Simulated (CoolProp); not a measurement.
Computed with CoolProp (reference Helmholtz-energy equation of state, Lemmon 2006). It is a short technical equation, of lower accuracy than the large ones.

### Question
For R142b, give the phase and the density (kg/m³), cv (kJ/(kg K)), speed of sound (m/s), expansivity (1/kK) at 448.9 K and 869 kPa; 448.9 K and 2170 kPa.

### Answer
- 448.9 K and 869 kPa: gas; density 24.8, cv 0.986, speed of sound 191, expansivity 2.71
- 448.9 K and 2170 kPa: gas; density 68.6, cv 1.01, speed of sound 176, expansivity 3.80
